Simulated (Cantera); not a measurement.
Feed: 1 mol Si₂H₆, 4.8 mol H₂, a varied amount of HCl, equilibrated at 1148 K and 0.540 bar.

These are equilibrium values from Cantera (NASA tables, ideal gas, pure condensed phases), not measurements of a reactor. Candidate condensed phases: Si; 19 gas species. The feed counts by its element totals alone. Kinetics and transport are ignored.

### Question
What share of the Si ends up in condensed phases as a function of n(HCl) (mol), at 0.15, 0.32, 0.48, 0.65, 0.81, 0.98, 1.1?

### Answer
```tsv
n(HCl) (mol)	Si condensed (%)	as
0.15	99.1	Si(s)
0.32	97.1	Si(s)
0.48	95.1	Si(s)
0.65	92.9	Si(s)
0.81	90.9	Si(s)
0.98	88.7	Si(s)
1.1	87.1	Si(s)
```
